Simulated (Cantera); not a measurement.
Gas-phase reforming

An isothermal, constant-pressure homogeneous reactor starts with 26.3 % CH4, 73.7 % H2O, at 1575 K and 21.7 atm.

Computed with Cantera and GRI-Mech 3.0 (53 species, 325 reactions). The pressure lies above the range GRI-Mech 3.0 was tuned for (to about 10 atm).

| t (s) | x CH4 | x H2O | x C2H | x CH2O | x O | x CO | x H2 |
|---|---|---|---|---|---|---|---|
| 3.00e-5 | 0.263 | 0.737 | <1e-12 | 3.07e-7 | 4.85e-12 | 2.89e-8 | 0.000201 |
| 7.83e-5 | 0.262 | 0.737 | <1e-12 | 1.29e-6 | 6.24e-12 | 3.69e-7 | 0.000570 |
| 0.000204 | 0.260 | 0.736 | <1e-12 | 5.35e-6 | 8.94e-12 | 4.81e-6 | 0.00176 |
| 0.000533 | 0.255 | 0.735 | 1.78e-11 | 1.46e-5 | 1.15e-11 | 5.03e-5 | 0.00602 |
| 0.00139 | 0.243 | 0.729 | 1.68e-10 | 1.66e-5 | 1.03e-11 | 0.000258 | 0.0194 |
| 0.00363 | 0.216 | 0.713 | 7.00e-10 | 1.28e-5 | 7.11e-12 | 0.000840 | 0.0510 |
| 0.00949 | 0.174 | 0.686 | 1.43e-9 | 9.04e-6 | 4.71e-12 | 0.00255 | 0.102 |
| 0.0248 | 0.131 | 0.653 | 1.94e-9 | 6.26e-6 | 4.03e-12 | 0.00682 | 0.159 |
| 0.0646 | 0.122 | 0.616 | 1.59e-9 | 4.52e-6 | 4.04e-12 | 0.0148 | 0.195 |
| 0.169 | 0.124 | 0.564 | 8.20e-10 | 2.98e-6 | 3.82e-12 | 0.0282 | 0.237 |
| 0.440 | 0.113 | 0.500 | 3.09e-10 | 1.78e-6 | 3.34e-12 | 0.0499 | 0.296 |
| 1.15 | 0.0876 | 0.433 | 8.77e-11 | 1.08e-6 | 2.65e-12 | 0.0768 | 0.366 |
| 3.00 | 0.0544 | 0.371 | 1.82e-11 | 7.72e-7 | 2.00e-12 | 0.105 | 0.438 |
x: mole fraction; the columns are a selection and need not sum to one.

Equilibrium at this temperature and pressure: CH4 7.29e-5, H2O 0.284, C2H <1e-12, CH2O 7.54e-7, O 1.27e-12, CO 0.146, H2 0.543 (gas phase only).
